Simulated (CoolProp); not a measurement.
R11 at 298.15 K and 0.0683 MPa flows at 0.17 m/s in a round tube of 4.6 mm bore and 0.25 µm roughness, fully developed (64/Re and Nu = 3.66 if laminar; Colebrook and Gnielinski if turbulent). Each further row changes one setting.

The numbers come from the reference Helmholtz-energy equation of state, Jacobsen 1992 in CoolProp.

```tsv
case	Reynolds number	Darcy friction factor	pressure drop (Pa/m)	heat-transfer coefficient (W/(m² K))	mass flow (kg/h)
as stated	298	0.215	2.62	6.71	0.0394
velocity 0.34 m/s	595	0.108	5.24	6.71	0.0789
diameter 9.2 mm	595	0.108	0.655	3.35	0.158
```

Viscosity comes from a separate model (Klein 1997), an estimate that may be off by 10 % or more. Thermal conductivity comes from a separate model (McLinden 2000), an estimate that may be off by 10 % or more.
